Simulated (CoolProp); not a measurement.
Properties of hydrogen chloride at several states (Tc = 324.7 K, pc = 8314 kPa, ω = 0.130).

Values from CoolProp's reference Helmholtz-energy equation of state, Thol 2018.

```json
[
 {"T (K)": "531.4", "p (kPa)": "5300", "phase": "gas", "density (kg/m³)": "45.82", "Joule-Thomson coefficient (K/MPa)": "(withheld)", "isothermal compressibility (1/MPa)": "(withheld)"},
 {"T (K)": "620.5", "p (kPa)": "824", "phase": "gas", "density (kg/m³)": "5.847", "Joule-Thomson coefficient (K/MPa)": "(withheld)", "isothermal compressibility (1/MPa)": "1.218"},
 {"T (K)": "233.4", "p (kPa)": "23.2", "phase": "gas", "density (kg/m³)": "0.4372", "Joule-Thomson coefficient (K/MPa)": "(withheld)", "isothermal compressibility (1/MPa)": "43.24"},
 {"T (K)": "570.4", "p (kPa)": "18.1", "phase": "gas", "density (kg/m³)": "0.1392", "Joule-Thomson coefficient (K/MPa)": "4.483", "isothermal compressibility (1/MPa)": "55.26"},
 {"T (K)": "596.4", "p (kPa)": "33", "phase": "gas", "density (kg/m³)": "0.2427", "Joule-Thomson coefficient (K/MPa)": "(withheld)", "isothermal compressibility (1/MPa)": "30.31"},
 {"T (K)": "441.4", "p (kPa)": "9780", "phase": "supercritical", "density (kg/m³)": "(withheld)", "Joule-Thomson coefficient (K/MPa)": "5.540", "isothermal compressibility (1/MPa)": "(withheld)"}
]
```

### Question
Fill in the missing entries.

### Answer

- 531.4, Joule-Thomson coefficient (K/MPa): 4.548
- 531.4, isothermal compressibility (1/MPa): 0.1969
- 620.5, Joule-Thomson coefficient (K/MPa): 3.782
- 233.4, Joule-Thomson coefficient (K/MPa): 30.28
- 596.4, Joule-Thomson coefficient (K/MPa): 4.135
- 441.4, density (kg/m³): 115.4
- 441.4, isothermal compressibility (1/MPa): 0.1195
